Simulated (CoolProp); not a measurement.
Vapour-liquid equilibrium of trans-2-butene (1) + methanol (2) at 121.25 °C; x and y are mole fractions of (1).

Values from CoolProp's multi-fluid Helmholtz-energy mixture model, Lemmon 2005 and de Reuck 1993; pair parameters Bell 2016.

```
x      bubble pressure (MPa)  y at the bubble point  dew pressure at overall composition x (MPa)  liquid density (mol/L)
-----  ---------------------  ---------------------  -------------------------------------------  ----------------------
0.05                   1.057                  0.365                                       0.7006                   20.15
0.125                  1.514                  0.558                                       0.7631                   18.45
0.2                    1.820                  0.635                                       0.8364                   16.91
0.275                  2.004                  0.673                                       0.9244                   15.52
0.35                   2.108                  0.693                                        1.032                   14.26
0.425                  2.169                  0.707                                        1.167                   13.12
0.5                    2.212                  0.718                                        1.342                   12.10
0.575                  2.252                  0.731                                        1.575                   11.18
0.65                   2.293                  0.749                                        1.891                   10.36
0.725                  2.331                  0.776                                        2.236                   9.657
0.8                    2.357                  0.813                                        2.351                   9.059
0.875                  2.356                  0.866                                        2.353                   8.569
0.95                   2.312                  0.938                                        2.300                   8.177
```

y crosses x between x = 0.8 and 0.875: the model has an azeotrope there.

The pair parameters rest on a limited set of measurements; away from them the model extrapolates. With so large a gap from Raoult's law the liquid may split in two, which this calculation doesn't test in full.
